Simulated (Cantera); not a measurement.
## Fluorocarbon and chlorocarbon gases: CH2F2 + F2

Feed: 1 mol CH2F2, 0.028 mol F2, held at 2277 °C and 1.80 Pa.

Cantera equilibrium calculation (NASA polynomials, part measured and part estimated; ideal gas, pure solids and liquids). Candidate condensed phases: C, C6H6, C7H8, C8H18; 95 gas species. Rates play no part.

- x(HF) = 0.434
- x(F) = 0.242
- x(H) = 0.230
- x(C3) = 0.0592
- x(C) = 0.0181
- x(CF) = 0.00918
- x(C2) = 0.00550
- x(H2) = 0.000982
- x(C2H) = 0.000244
- n(C(graphite)) = 0.347 mol
- gas amount = 3.000 mol
